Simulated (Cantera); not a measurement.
A freely propagating, adiabatic, planar premixed flame of 5.99 % CH₄, 0.593 % H₂, 23.4 % O₂, 70.1 % N₂, unburnt at 650 K and 0.130 bar; mixture-averaged transport, grid criteria slope 0.08 and curve 0.16, no radiation.

Cantera simulation using GRI-Mech 3.0 (53 species, 325 reactions); the numbers are that mechanism's predictions, not measurements. Burning velocities carry a grid error of a few per cent, more on coarse grids.

x: mole fraction of selected species; z is measured from the peak of heat release.

```csv
z (mm),T (K),u (m/s),x CH₄,x H₂,x O₂,x C₂H₆,x O,x CO
-6.69,650,1.76,0.0599,0.00613,0.233,2.88e-8,<1e-8,5.41e-7
-4.46,651,1.76,0.0598,0.00657,0.233,7.12e-7,4.50e-8,9.20e-6
-3.34,653,1.77,0.0596,0.00718,0.233,5.16e-6,2.67e-7,5.76e-5
-2.23,678,1.84,0.0580,0.00851,0.231,5.35e-5,2.25e-6,0.000626
-1.11,[?],2.38,0.0463,0.0111,0.216,0.000374,4.41e-5,0.00717
-0.557,[?],3.16,0.0284,0.0124,0.189,0.000347,0.000300,0.0192
0,[?],4.02,0.00891,0.0115,0.154,3.95e-5,0.00196,0.0327
0.557,1588,4.42,0.00119,0.00797,0.130,4.09e-7,0.00609,0.0338
1.11,1623,4.51,9.79e-5,0.00569,0.121,<1e-8,0.00915,0.0280
2.23,1654,4.58,6.07e-7,0.00489,0.115,<1e-8,0.0109,0.0186
4.46,1698,4.68,<1e-8,0.00487,0.111,<1e-8,0.0109,0.0108
8.91,1754,4.82,<1e-8,0.00427,0.110,<1e-8,0.00939,0.00760
17.8,1819,4.97,<1e-8,0.00321,0.110,<1e-8,0.00690,0.00594
```

Fill in the missing entries.


- -1.11, T (K): 871
- -0.557, T (K): 1146
- 0, T (K): 1449
